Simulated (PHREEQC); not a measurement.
1 kg of water holding 0.093 mol NaOH, 0.065 mol Na2SO4 and 0.088 mol Na2CO3 is evaporated at 25 °C; the solids stay in contact with the brine. No CO2 enters from the air. Solids allowed: Burkeite, Mirabilite, Nahcolite, Natron, Thenardite, Trona. Others were left out.

Equilibrium calculation in PHREEQC: Pitzer model, pitzer.dat.

| water left (kg) | ionic strength | water activity | Burkeite (mol) | C in solution (mol/kgw) |
|---|---|---|---|---|
| 1 | 0.552 | 0.991 | 0 | 0.0880 |
| 0.8219 | 0.672 | 0.989 | 0 | 0.107 |
| 0.6755 | 0.817 | 0.986 | 0 | 0.130 |
| 0.5552 | 0.994 | 0.984 | 0 | 0.159 |
| 0.4563 | 1.21 | 0.980 | 0 | 0.193 |
| 0.375 | 1.47 | 0.976 | 0 | 0.235 |
| 0.3082 | 1.79 | 0.971 | 0 | 0.285 |
| 0.2533 | 2.18 | 0.966 | 0 | 0.347 |
| 0.2082 | 2.65 | 0.958 | 0 | 0.423 |
| 0.1711 | 3.23 | 0.949 | 0 | 0.514 |
| 0.1407 | 3.92 | 0.938 | 0 | 0.626 |
| 0.1156 | 4.77 | 0.924 | 0 | 0.761 |
| 0.09502 | 5.81 | 0.906 | 0 | 0.926 |
| 0.07809 | 7.07 | 0.882 | 0 | 1.13 |
| 0.06418 | 8.60 | 0.851 | 0 | 1.37 |
| 0.05276 | 10.5 | 0.810 | 0 | 1.67 |
| 0.04335 | 11.2 | 0.782 | 0.00740 | 1.86 |
| 0.03564 | 11.1 | 0.764 | 0.0172 | 1.99 |
| 0.0293 | 11.4 | 0.735 | 0.0243 | 2.17 |
| 0.02407 | 12.1 | 0.691 | 0.0289 | 2.45 |
| 0.01979 | 13.6 | 0.624 | 0.0313 | 2.86 |
| 0.01627 | 16.1 | 0.530 | 0.0322 | 3.43 |

Burkeite from water left = 0.04335 kg (pH 14.55).
